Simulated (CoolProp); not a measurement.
Carbonyl sulfide at 352.19 K and 15.7 MPa is throttled through a valve to 5.64 MPa with no heat exchange. Each further row changes one setting.

Model: reference Helmholtz-energy equation of state, Lemmon 2006, in CoolProp. It is a short technical equation, of lower accuracy than the large ones.

```
case                      temperature change (K)  final phase  final density (kg/m³)
------------------------  ----------------------  -----------  ---------------------
as stated                                      ?       liquid                      ?
outlet pressure 1.69 MPa                   -42.4            ?                      ?
outlet pressure 7.33 MPa                       ?       liquid                      ?
```

Q: Complete the blanks.

A: 
- as stated, temperature change (K): -3.7
- as stated, final density (kg/m³): 832
- outlet pressure 1.69 MPa, final phase: two-phase, vapour fraction 0.251
- outlet pressure 1.69 MPa, final density (kg/m³): 170
- outlet pressure 7.33 MPa, temperature change (K): -2.7
- outlet pressure 7.33 MPa, final density (kg/m³): 845
